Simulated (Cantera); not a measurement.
A closed system holds: 1 mol MgO, 2 mol HCl, 0.65 mol H₂, held at 1225 °C.

These are equilibrium values from Cantera (NASA tables, ideal gas, pure condensed phases), not measurements of a reactor. Candidate condensed phases: H₂O, Mg, MgCl₂, MgO, Mg(OH)₂; 22 gas species. Mutual solubility and eutectic melting of coexisting phases are not modelled. Kinetics and transport are ignored.

Problem. Which condensed phases are stable at each of these points (P (Pa)): 1000, 3200, 10000, 32000, 100000, 320000, 1000000?

Solution. 
```json
[
 {"P (Pa)": "1000", "condensed phases": "MgO(s)", "Mg condensed (%)": "87.0"},
 {"P (Pa)": "3200", "condensed phases": "MgO(s)", "Mg condensed (%)": "87.0"},
 {"P (Pa)": "10000", "condensed phases": "MgO(s)", "Mg condensed (%)": "87.0"},
 {"P (Pa)": "32000", "condensed phases": "MgO(s)", "Mg condensed (%)": "87.0"},
 {"P (Pa)": "100000", "condensed phases": "MgO(s)", "Mg condensed (%)": "87.0"},
 {"P (Pa)": "320000", "condensed phases": "MgO(s)", "Mg condensed (%)": "87.0"},
 {"P (Pa)": "1000000", "condensed phases": "MgCl₂(l) + MgO(s)", "Mg condensed (%)": "91.8"}
]
```

From 7.50 Torr to 2400 Torr the condensed part is MgO(s). At 7500 Torr the condensed part is MgCl₂(l) + MgO(s).
